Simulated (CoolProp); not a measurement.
A simple Rankine cycle with isobutane: condensing at 330.15 K, boiler at 1.73 MPa, turbine inlet 516 K, turbine efficiency 0.8, pump efficiency 0.8, no recuperator. Each further row changes one setting.

Values from CoolProp's reference Helmholtz-energy equation of state, Bücker 2006.

```tsv
case	thermal efficiency (%)	net work (kJ/kg)	heat in (kJ/kg)	turbine exit temperature (K)	volume ratio over the turbine
as stated	5.5	39.0	710	496.2	2.13
turbine inlet 536 K	5.4	41.0	765	516.3	2.12
condensing temperature 322.15 K	6.7	49.1	731	491.5	2.57
boiler pressure 1.21 MPa	3.0	21.4	718	505.8	1.49
turbine efficiency 0.7	4.8	33.8	710	498.2	2.14
```
